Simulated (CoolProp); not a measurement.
C3F8 (R218) along the isotherm 285.6 K: density (kg/m³) from the reference equation and from simpler models built on Tc = 345.0 K, pc = 2.640 MPa, ω = 0.317; each cubic takes its own stable root.

The numbers come from the reference Helmholtz-energy equation of state, Lemmon 2006 in CoolProp. It is a short technical equation, of lower accuracy than the large ones.

```json
[
 {"p (MPa)": "0.0209", "phase": "gas", "reference": "1.663", "Redlich-Kwong": "1.663", "Soave-Redlich-Kwong": "1.663"},
 {"p (MPa)": "0.0475", "phase": "gas", "reference": "3.805", "Redlich-Kwong": "3.801", "Soave-Redlich-Kwong": "3.805"},
 {"p (MPa)": "0.108", "phase": "gas", "reference": "8.786", "Redlich-Kwong": "8.764", "Soave-Redlich-Kwong": "8.783"},
 {"p (MPa)": "0.246", "phase": "gas", "reference": "20.80", "Redlich-Kwong": "20.65", "Soave-Redlich-Kwong": "20.76"},
 {"p (MPa)": "0.56", "phase": "gas", "reference": "52.93", "Redlich-Kwong": "51.44", "Soave-Redlich-Kwong": "52.34"},
 {"p (MPa)": "1.27", "phase": "liquid", "reference": "1401", "Redlich-Kwong": "1219", "Soave-Redlich-Kwong": "1296"},
 {"p (MPa)": "2.9", "phase": "liquid", "reference": "1419", "Redlich-Kwong": "1263", "Soave-Redlich-Kwong": "1328"},
 {"p (MPa)": "6.6", "phase": "liquid", "reference": "1453", "Redlich-Kwong": "1335", "Soave-Redlich-Kwong": "1384"}
]
```
